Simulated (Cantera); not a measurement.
## Catalytic stagnation flow on Pt

A jet of 1.21 % H2, 19.2 % O2, 79.6 % N2, equivalence ratio 0.032 at 300 K and 0.484 atm hits a platinum plate 2 cm away at a mass flux of 0.045 kg/m²/s; the plate temperature is set and raised in steps from an oxygen-covered start.

Model: Deutschmann's 1995 Pt surface mechanism with GRI-Mech 3.0 gas chemistry, integrated in Cantera. Catalytic surfaces can have several steady states; this one follows from the mechanism file's or the stated starting coverage.

```tsv
plate T (K)	wall x H2	wall x O2	wall x H2O	wall x OH	θ free Pt	θ O*	θ OH*
600	0.00132	0.180	0.0207	<1e-8	0.0121	0.983	0.00479
650	0.00130	0.180	0.0206	<1e-8	0.0129	0.984	0.00324
700	0.00115	0.180	0.0207	<1e-8	0.0154	0.982	0.00245
750	0.000822	0.180	0.0212	<1e-8	0.0233	0.975	0.00219
800	0.000500	0.180	0.0217	<1e-8	0.0407	0.957	0.00218
```
x: mole fraction at the wall; θ: surface coverage.
